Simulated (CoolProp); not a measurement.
Computed with CoolProp (reference Helmholtz-energy equation of state, Fiedler 2023).

### Question
Give the vapour pressure (MPa), liquid density (kg/m³), vapour density (kg/m³), enthalpy of vaporisation (kJ/kg) of saturated tetrahydrofuran at 457.6 K.

### Answer
| T (K) | p (MPa) | liquid density (kg/m³) | vapour density (kg/m³) | enthalpy of vaporisation (kJ/kg) |
|---|---|---|---|---|
| 457.6 | 1.58 | 675 | 37.8 | 302 |
